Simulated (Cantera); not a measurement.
Charge: 1 mol Si, a varied amount of Cl2, 0.36 mol H2, held at 673 K and 1.30 bar.

Method: chemical equilibrium by Gibbs-energy minimisation in Cantera with the NASA 1993 tables (ideal gas, pure condensed phases). Candidate condensed phases: Si; 19 gas species. Kinetics and transport are ignored.

Problem. At 0.5 mol Cl2, list the 6 most abundant gas species with their mole fractions, and the condensed phases.

Solution. H2 0.543, SiCl4 0.326, SiHCl3 0.128, SiH2Cl2 0.00309, HCl 0.000175, SiH3Cl 1.57e-5. Condensed: Si(s).
